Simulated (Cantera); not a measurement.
Standard-state values (1 bar) from the NASA 1993 polynomials, evaluated with Cantera. Values are per mole of reaction as written; species without (g) are pure solids or liquids, kept so even where they would boil at 1 bar.

N₂O(g) + Nb₂O₅ ⇌ 2 NbO₂(g) + 2 NO(g), with ΔH° = 1600.4 kJ and ΔS° = 609.8 J/K at 300 K.

Task: How far is the shortcut ΔG° ≈ ΔH°(300 K) − T·ΔS°(300 K) from the full temperature-dependent value at 448, 648, 848, 1048, 1248, 1448, 1648, 1848, 2048, 2248, 2448 K?

Result: 
| T (K) | shortcut (kJ) | full (kJ) | difference (kJ) | difference in log10 K | condensed phases |
|---|---|---|---|---|---|
| 448 | 1327.2 | 1328.1 | -0.9 | 0.10 | Nb₂O₅(s) |
| 648 | 1205.3 | 1210.1 | -4.8 | 0.39 | Nb₂O₅(s) |
| 848 | 1083.3 | 1094.7 | -11.4 | 0.70 | Nb₂O₅(s) |
| 1048 | 961.4 | 981.7 | -20.3 | 1.01 | Nb₂O₅(s) |
| 1248 | 839.4 | 870.7 | -31.3 | 1.31 | Nb₂O₅(s) |
| 1448 | 717.4 | 761.4 | -43.9 | 1.58 | Nb₂O₅(s) |
| 1648 | 595.5 | 653.6 | -58.1 | 1.84 | Nb₂O₅(s) |
| 1848 | 473.5 | 550.9 | -77.4 | 2.19 | Nb₂O₅(l) |
| 2048 | 351.6 | 458.4 | -106.9 | 2.73 | Nb₂O₅(l) |
| 2248 | 229.6 | 368.2 | -138.6 | 3.22 | Nb₂O₅(l) |
| 2448 | 107.6 | 280.0 | -172.3 | 3.68 | Nb₂O₅(l) |
The shortcut ignores heat capacities and the phase changes listed.
